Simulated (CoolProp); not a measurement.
Saturation properties of R227EA.

Values from CoolProp's reference Helmholtz-energy equation of state, Lemmon 2016.

```
T (K)   p (MPa)  vapour density (kg/m³)  enthalpy of vaporisation (kJ/kg)  liquid cp (kJ/(kg K))
-----  --------  ----------------------  --------------------------------  ---------------------
203.9  0.004914                  0.4956                             152.6                 0.9931
215.3   0.01100                   1.056                             148.3                  1.009
226.7   0.02234                   2.050                             144.0                  1.027
238.1   0.04181                   3.689                             139.5                  1.045
249.4   0.07273                   6.206                             134.9                  1.065
260.8    0.1200                   9.962                             130.0                  1.087
272.2    0.1885                   15.32                             124.9                  1.112
283.6    0.2839                   22.75                             119.4                  1.140
```

It boils at 256.8 K under 1 atm.
